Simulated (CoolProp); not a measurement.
Octamethyltrisiloxane (MDM) at several states: fugacity coefficient from the reference equation and from simpler models built on Tc = 565.4 K, pc = 14.38 bar, ω = 0.528; each cubic takes its own stable root.

Computed with CoolProp (reference Helmholtz-energy equation of state, Thol 2017).

```
T (K)  p (bar)   phase  reference
-----  -------  ------  ---------
395.3     12.3  liquid    0.03736
492.3       41  liquid     0.1258
554.4     2.04     gas     0.9492
434.2     7.17  liquid     0.1716
527.8     74.3  liquid     0.1549
```

**Question.** How far does each simpler model (Redlich-Kwong, Soave-Redlich-Kwong, Peng-Robinson) lie from the reference over these 5 states: mean and median of the absolute difference, and the worst?

**Answer.** 
- Redlich-Kwong: mean 69.3 %, median 41.6 %, worst +184.5 % at 395.3 K and 12.3 bar
- Soave-Redlich-Kwong: mean 2.9 %, median 0.7 %, worst +8.1 % at 527.8 K and 74.3 bar
- Peng-Robinson: mean 1.3 %, median 0.9 %, worst -2.6 % at 527.8 K and 74.3 bar
